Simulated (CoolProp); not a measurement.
Vapour-liquid equilibrium of C2F6 (R116) (1) + propylene (2) at 3.88 bar; x and y are mole fractions of (1).

The numbers come from the multi-fluid Helmholtz-energy mixture model, Lemmon 2006 and Lemmon 2013; pair parameters Bell 2016 in CoolProp.

| x | bubble temperature, mixture model (K) | bubble temperature, Raoult's law (K) | y, mixture model | y, Raoult's law |
|---|---|---|---|---|
| 0.05 | 242.9 | 256.8 | 0.459 | 0.151 |
| 0.15 | 229.2 | 251.0 | … | 0.379 |
| 0.25 | 225.7 | 246.1 | 0.752 | 0.542 |
| 0.35 | 225.0 | 242.0 | 0.764 | 0.661 |
| 0.45 | … | 238.3 | 0.767 | 0.752 |
| 0.55 | 224.6 | 235.1 | 0.772 | 0.822 |
| 0.65 | 224.2 | 232.3 | … | 0.877 |
| 0.75 | 223.8 | 229.7 | … | 0.921 |
| 0.85 | … | 227.4 | 0.855 | 0.957 |
| 0.95 | 223.8 | 225.3 | 0.937 | 0.987 |

Some entries are withheld; supply them.


- 0.15, y, mixture model: 0.703
- 0.45, bubble temperature, mixture model (K): 224.8
- 0.65, y, mixture model: 0.784
- 0.75, y, mixture model: 0.809
- 0.85, bubble temperature, mixture model (K): 223.6

The largest gap from Raoult's law is -21.8 K in bubble temperature, at x = 0.15. y crosses x between x = 0.85 and 0.95: the model has an azeotrope there.

Pair parameters are fitted to limited data, so mixtures are less certain than the pure fluids. With so large a gap from Raoult's law the liquid may split in two, which this calculation doesn't test in full.
